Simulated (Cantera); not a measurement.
Input: 1 mol HMDSO, 1.2 mol CO2, 49 mol H2, 3.2 mol N2O, equilibrated at 0.910 bar.

Method: chemical equilibrium by Gibbs-energy minimisation in Cantera with the NASA 1993 tables (ideal gas, pure condensed phases). Candidate condensed phases: C, C6H6, C7H8, C8H18, H2O, Si, SiC, SiO2, Si2N2O, Si3N4; 151 gas species. The feed counts by its element totals alone. Kinetics and transport are ignored. All values below are at 1575 K.

Base state: H2 0.880, CO 0.0851, N2 0.0333, CH4 0.00128, HCN 0.000300, H2O 7.00e-5, H 4.09e-5, SiO 2.83e-5 (mole fractions); condensed: C(graphite) + Si2N2O(s).

Task: What changes in the equilibrium state with this change: pressure from 0.910 bar to 0.000870 bar?

Result: 
```tsv
species	before	after
H2	0.880	0.854
CO	0.0851	0.0869
N2	0.0333	0.0471
SiO	2.83e-5	0.0103
CH4	0.00128	1.72e-7
H2O	7.00e-5	4.45e-7
C2H2 (acetylene)	1.86e-5	4.00e-7
C(graphite), mol	1.50	0
Si2N2O(s), mol	0.999	0
SiC(s), mol	0	1.30
```
